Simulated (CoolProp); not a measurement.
Vapour-liquid equilibrium of isobutene (1) + acetone (2) at 0.0705 MPa; x and y are mole fractions of (1).

Model: multi-fluid Helmholtz-energy mixture model, Lemmon 2005 and Lemmon 2006; pair parameters Bell 2016, in CoolProp.

| x | bubble temperature (K) | y at the bubble point | dew temperature at overall composition x (K) | liquid density (mol/L) |
|---|---|---|---|---|
| 0.05 | 300.2 | 0.539 | 317.6 | 13.29 |
| 0.15 | 279.6 | 0.834 | 314.8 | 13.33 |
| 0.25 | 270.6 | 0.904 | 311.6 | 13.16 |
| 0.35 | 266.2 | 0.929 | 308.1 | 12.92 |
| 0.45 | 263.9 | 0.941 | 304.2 | 12.65 |
| 0.55 | 262.6 | 0.948 | 299.6 | 12.37 |
| 0.65 | 261.6 | 0.954 | 294.2 | 12.11 |
| 0.75 | 260.7 | 0.961 | 287.3 | 11.86 |
| 0.85 | 259.5 | 0.971 | 277.9 | 11.63 |
| 0.95 | 258.1 | 0.987 | 262.3 | 11.43 |

No azeotrope shows between x = 0.05 and 0.95.

Pair parameters are fitted to limited data, so mixtures are less certain than the pure fluids. With so large a gap from Raoult's law the liquid may split in two, which this calculation doesn't test in full.
